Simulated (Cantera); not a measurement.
Charge: 1 mol CO, 6.3 mol H2, held at 750 Torr.

Cantera equilibrium calculation (NASA polynomials, part measured and part estimated; ideal gas, pure solids and liquids). Candidate condensed phases: C, C6H6, C7H8, C8H18, H2O; 131 gas species. Ions and electrons are included (thermal ionisation). Rates play no part.

Problem. At 3000 K, list the 4 most abundant gas species with their mole fractions, and the condensed phases.

Solution. H2 0.737, H 0.136, CO 0.128, H2O 4.09e-5. Condensed: gas only.
